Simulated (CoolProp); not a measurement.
Properties of decamethyltetrasiloxane (MD2M) along the isotherm 262.85 °C (Tc = 326.2 °C, pc = 1.144 MPa, ω = 0.635).

Computed with CoolProp (reference Helmholtz-energy equation of state, Thol 2017).

| p (MPa) | phase | Z | cp (kJ/(kg K)) | fugacity coefficient |
|---|---|---|---|---|
| 0.143 | gas | 0.9365 | 1.941 | 0.9402 |
| 0.286 | gas | 0.8636 | 1.967 | 0.8804 |
| 0.429 | liquid | 0.05280 | 2.294 | 0.7971 |
| 0.572 | liquid | 0.07008 | 2.286 | 0.6084 |
| 0.715 | liquid | 0.08723 | 2.280 | 0.4953 |
| 0.858 | liquid | 0.1043 | 2.274 | 0.4200 |
| 1 | liquid | 0.1210 | 2.268 | 0.3666 |
| 1.14 | liquid | 0.1375 | 2.263 | 0.3271 |
| 1.29 | liquid | 0.1550 | 2.258 | 0.2943 |
| 1.43 | liquid | 0.1713 | 2.254 | 0.2700 |
| 1.57 | liquid | 0.1874 | 2.250 | 0.2501 |
| 1.72 | liquid | 0.2047 | 2.246 | 0.2324 |
